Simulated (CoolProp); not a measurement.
A simple Rankine cycle with dimethyl ether: condensing at 290.15 K, boiler at 3.91 MPa, turbine inlet 397.6 K, turbine efficiency 0.65, pump efficiency 0.6, no recuperator. Each further row changes one setting.

Values from CoolProp's reference Helmholtz-energy equation of state, Wu 2011.

| case | thermal efficiency (%) | net work (kJ/kg) | heat in (kJ/kg) | turbine exit temperature (K) | volume ratio over the turbine |
|---|---|---|---|---|---|
| as stated | 11.6 | … | 503 | 310.1 | 9.28 |
| turbine inlet 417.6 K | … | 67.5 | 556 | 336.7 | 8.75 |
| condensing temperature 282.15 K | 12.6 | 65.9 | 522 | 303.0 | … |
| boiler pressure 2.74 MPa | … | … | 541 | 333.7 | 5.94 |
| turbine efficiency 0.55 | … | … | 503 | 316.4 | … |

Task: What belongs in the gaps?

Result: 
- as stated, net work (kJ/kg): 58.4
- turbine inlet 417.6 K, thermal efficiency (%): 12.1
- condensing temperature 282.15 K, volume ratio over the turbine: 11.8
- boiler pressure 2.74 MPa, thermal efficiency (%): 10.7
- boiler pressure 2.74 MPa, net work (kJ/kg): 57.8
- turbine efficiency 0.55, thermal efficiency (%): 9.6
- turbine efficiency 0.55, net work (kJ/kg): 48.2
- turbine efficiency 0.55, volume ratio over the turbine: 9.53
